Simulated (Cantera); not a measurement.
# TiO₂ + CO (carbothermic reduction)

Charge: 1 mol TiO₂, 5.2 mol CO, at 1 atm.

Equilibrium computed with Cantera from the NASA thermochemical tables; the gas is ideal and each condensed phase is pure. Candidate condensed phases: C, Ti, TiC, TiO, TiO₂, Ti₂O₃, Ti₃O₅, Ti₄O₇; 15 gas species. Mutual solubility and eutectic melting of coexisting phases are not modelled. Condensed phases not in the tables: Magnéli phases beyond Ti₄O₇. Equilibrium is a limit: real reactors are often held back by kinetics, nucleation or transport.

From 1277 °C to 1652 °C the condensed part is TiO₂(rutile) + Ti₄O₇(s). From 1727 °C to 2102 °C the condensed part is Ti₄O₇(l).

| T (°C) | x CO | x CO₂ | x TiO₂ | x O | x TiO | x O₂ | x Ti | n TiO₂(rutile) | n Ti₄O₇(s) | n Ti₄O₇(l) |
|---|---|---|---|---|---|---|---|---|---|---|
| 1277 | 0.992 | 0.00812 | 4.87e-12 | <1e-12 | <1e-12 | <1e-12 | <1e-12 | 0.831 | 0.0422 | 0 |
| 1352 | 0.988 | 0.0120 | 4.42e-11 | 6.40e-12 | 3.52e-12 | <1e-12 | <1e-12 | 0.751 | 0.0622 | 0 |
| 1427 | 0.983 | 0.0171 | 3.28e-10 | 5.26e-11 | 2.36e-11 | 1.40e-12 | <1e-12 | 0.645 | 0.0888 | 0 |
| 1502 | 0.976 | 0.0237 | 2.05e-9 | 3.64e-10 | 1.34e-10 | 1.46e-11 | <1e-12 | 0.506 | 0.123 | 0 |
| 1577 | 0.968 | 0.0322 | 1.10e-8 | 2.16e-9 | 6.53e-10 | 1.27e-10 | <1e-12 | 0.329 | 0.168 | 0 |
| 1652 | 0.957 | 0.0428 | 5.13e-8 | 1.12e-8 | 2.80e-9 | 9.38e-10 | <1e-12 | 0.109 | 0.223 | 0 |
| 1727 | 0.952 | 0.0481 | 1.88e-7 | 4.41e-8 | 1.10e-8 | 4.40e-9 | <1e-12 | 0 | 0 | 0.250 |
| 1802 | 0.952 | 0.0481 | 5.80e-7 | 1.41e-7 | 4.04e-8 | 1.47e-8 | 5.04e-12 | 0 | 0 | 0.250 |
| 1877 | 0.952 | 0.0481 | 1.64e-6 | 4.13e-7 | 1.35e-7 | 4.52e-8 | 2.27e-11 | 0 | 0 | 0.250 |
| 1952 | 0.952 | 0.0481 | 4.32e-6 | 1.13e-6 | 4.16e-7 | 1.28e-7 | 9.20e-11 | 0 | 0 | 0.250 |
| 2027 | 0.952 | 0.0481 | 1.06e-5 | 2.88e-6 | 1.18e-6 | 3.40e-7 | 3.40e-10 | 0 | 0 | 0.250 |
| 2102 | 0.952 | 0.0481 | 2.45e-5 | 6.93e-6 | 3.13e-6 | 8.47e-7 | 1.15e-9 | 0 | 0 | 0.250 |
x: gas mole fraction; n: condensed amount in mol.
